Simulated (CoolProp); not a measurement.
Values from CoolProp's reference Helmholtz-energy equation of state, Lemmon 2006. It is a short technical equation, of lower accuracy than the large ones.

For CH3F (R41), give the phase and the Joule-Thomson coefficient (K/MPa) at 151.85 °C and 0.399 MPa; 151.85 °C and 0.622 MPa; 151.85 °C and 2.35 MPa.


- 151.85 °C and 0.399 MPa: gas; Joule-Thomson coefficient 6.69
- 151.85 °C and 0.622 MPa: gas; Joule-Thomson coefficient 6.67
- 151.85 °C and 2.35 MPa: gas; Joule-Thomson coefficient 6.47
